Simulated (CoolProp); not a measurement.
n-decane along the isotherm 346.85 °C: fugacity coefficient from the reference equation and from simpler models built on Tc = 344.5 °C, pc = 2.101 MPa, ω = 0.488; each cubic takes its own stable root.

Values from CoolProp's reference Helmholtz-energy equation of state, Lemmon 2006. It is a short technical equation, of lower accuracy than the large ones.

```
p (MPa)          phase  reference
-------  -------------  ---------
0.0665             gas     0.9889
0.136              gas     0.9774
0.28               gas     0.9536
0.575              gas     0.9053
1.18               gas     0.8075
2.43     supercritical     0.5844
4.98     supercritical     0.3406
10.2     supercritical     0.2284
21       supercritical     0.2010
```

### Question
How far does each simpler model (van der Waals, Redlich-Kwong, Soave-Redlich-Kwong) lie from the reference over these 9 states: mean and median of the absolute difference, and the worst?

### Answer
- van der Waals: mean 17.8 %, median 3.5 %, worst +86.0 % at 346.85 °C and 21 MPa
- Redlich-Kwong: mean 6.1 %, median 1.1 %, worst +25.6 % at 346.85 °C and 21 MPa
- Soave-Redlich-Kwong: mean 6.4 %, median 1.2 %, worst +26.5 % at 346.85 °C and 21 MPa
